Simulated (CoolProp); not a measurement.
Values from CoolProp's reference Helmholtz-energy equation of state, Guder 2009.

For sulfur hexafluoride, give the phase and the cv (kJ/(kg K)), speed of sound (m/s), Joule-Thomson coefficient (K/MPa), viscosity (µPa s) at 167.35 °C and 0.0543 MPa; 167.35 °C and 0.319 MPa.


- 167.35 °C and 0.0543 MPa: gas; cv 0.778, speed of sound 164, Joule-Thomson coefficient 3.35, viscosity 21.4
- 167.35 °C and 0.319 MPa: gas; cv 0.779, speed of sound 163, Joule-Thomson coefficient 3.37, viscosity 21.5

Viscosity comes from a separate model (Quiñones-Cisneros 2012).
